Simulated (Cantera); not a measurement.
A Cantera script and what it prints.

```python
import numpy as np
import cantera as ct

gas_names = """
    CL CL2 H HCL H2 N NH NH2 NH3 N2 N2H2 N2H4 Si SiCL SiCL2 SiCL3 SiCL4 SiH SiHCL3 SiH2 SiH2CL2 SiH3
    SiH3CL SiH4 SiN Si2 Si2N Si3
""".split()
cond_names = """
    NH4CL(a) NH4CL(b) Si(cr) Si(L) Si3N4(a)
""".split()


# ... load() reads the species with a 1 bar reference pressure and builds the phases ...
atoms = {
    'SiCl4': {'Si': 1, 'CL': 4},
    'NH3': {'N': 1, 'H': 3},
}
top_T = {'Si3N4(a)': 2400}  # K; cautious upper limits of use, not melting points


# ... equilibrate(T, P, feed) seeds the gas with the atoms and calls Mixture.equilibrate('TP', solver="vcs", rtol=1e-11, max_steps=5000) ...
results = []
feed = {'SiCl4': 1, 'NH3': 46}  # mol
T = 1523.15  # K
P = 220  # Pa
mix = equilibrate(T, P, feed)
results.append((T, P, feed, dict(zip(mix.species_names, mix.species_moles))))
print(gas.report(threshold=1e-06))
for i in range(1, mix.n_phases):
    print(f"{mix.phase(i).name:16s} {mix.phase_moles(i):12.5e} mol")
```

It prints:

```
       temperature   1523.2 K
          pressure   220 Pa
           density   0.00017002 kg/m^3
  mean mol. weight   9.7869 kg/kmol
   phase of matter   gas

                          1 kg             1 kmol
                     ---------------   ---------------
          enthalpy        3.4602e+06        3.3865e+07  J
   internal energy        2.1662e+06          2.12e+07  J
           entropy             25952        2.5399e+05  J/K
    Gibbs function       -3.6069e+07         -3.53e+08  J
 heat capacity c_p            3385.5             33133  J/K
 heat capacity c_v            2535.9             24819  J/K

                      mass frac. Y      mole frac. X     chem. pot. / RT
                     ---------------   ---------------   ---------------
                CL        6.6018e-05        1.8226e-05           -29.553
                 H        4.3093e-05         0.0004184           -12.549
               HCL            0.1453          0.039005           -42.102
                H2             0.148           0.71848           -25.097
                N2           0.68752           0.24019           -33.605
                Si        6.3765e-06        2.2221e-06           -5.9319
              SiCL        1.8711e-05        2.8822e-06           -35.485
             SiCL2          0.018914         0.0018701           -65.038
             SiCL3        0.00011927        8.6828e-06           -94.591
     [  +19 minor]        8.9204e-06        1.2324e-06

Si(cr)            0.00000e+00 mol
Si3N4(a)          2.74599e-01 mol
```

Method: chemical equilibrium by Gibbs-energy minimisation in Cantera with the NASA 1993 tables (ideal gas, pure condensed phases).
